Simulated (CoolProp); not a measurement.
Vapour-liquid equilibrium of hydrogen sulfide (1) + n-pentane (2) at 695 kPa; x and y are mole fractions of (1).

Model: multi-fluid Helmholtz-energy mixture model, Lemmon 2006 and Thol 2019; pair parameters Kunz 2012, in CoolProp.

| x | bubble temperature (°C) | y at the bubble point | dew temperature at overall composition x (°C) | liquid density (mol/L) |
|---|---|---|---|---|
| 0.05 | 87.0 | 0.361 | 104.7 | 7.875 |
| 0.15 | 49.1 | 0.784 | 99.4 | 9.025 |
| 0.25 | 24.8 | 0.912 | 93.7 | 10.08 |
| 0.35 | 11.5 | 0.952 | 87.7 | 11.11 |
| 0.45 | 4.1 | 0.968 | 81.0 | 12.20 |
| 0.55 | -0.2 | 0.976 | 73.5 | 13.46 |
| 0.65 | -3.1 | 0.981 | 64.6 | 14.98 |
| 0.75 | -5.7 | 0.985 | 53.6 | 16.91 |
| 0.85 | -8.3 | 0.990 | 38.5 | 19.45 |
| 0.95 | -11.2 | 0.997 | 12.3 | 22.96 |

No azeotrope shows between x = 0.05 and 0.95.

The pair parameters rest on a limited set of measurements; away from them the model extrapolates. The gap from Raoult's law changes sign with composition, which may be real or a fault of the pair parameters; it wasn't checked against measurements.
